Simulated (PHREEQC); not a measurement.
0.11 g of hydrous ferric oxide (600 m²/g; 0.2 weak and 0.005 strong sites per Fe, Dzombak-Morel constants, diffuse double layer) in 1 kg of water with 0.1 mol/kgw of an inert sodium salt and 1.4e-06 mol SrCl2, at 25 °C; the pH is set by adding NaOH or the inert anion's acid. O2 is buffered at 0.21 atm. No CO2 enters from the air. Precipitation was switched off in this run.

Base run: PHREEQC, ion-association model, wateq4f.dat. Each further column changes one thing. The table gives surface potential ψ (mV).

| pH | base | background salt from 0.1 to 0.01 mol/kgw | oxide from 0.11 to 0.55 g/kgw | 0.001 mol/kgw NaF added |
|---|---|---|---|---|
| 3 | 153 | 203 | 153 | 121 |
| 3.5 | 151 | 197 | 151 | [?] |
| 4 | 147 | 185 | 146 | 111 |
| 4.5 | 138 | 170 | 138 | 106 |
| 5 | 126 | 152 | 126 | 98 |
| 5.5 | 111 | 132 | 111 | [?] |
| 6 | 93 | [?] | 93 | 74 |
| 6.5 | 74 | 86 | 74 | 60 |
| 7 | 52 | 61 | 52 | [?] |
| 7.5 | 29 | 34 | 29 | 24 |
| 8 | 5 | 6 | 5 | 3 |
| 8.5 | -18 | [?] | -19 | -19 |
| 9 | -42 | -48 | -42 | -42 |

Question: What belongs in the gaps?

Answer: 
- 3.5, 0.001 mol/kgw NaF added: 115
- 5.5, 0.001 mol/kgw NaF added: 87
- 6, background salt from 0.1 to 0.01 mol/kgw: 110
- 7, 0.001 mol/kgw NaF added: 43
- 8.5, background salt from 0.1 to 0.01 mol/kgw: -21

The oxide is taken as insoluble; below pH 4 it would dissolve.
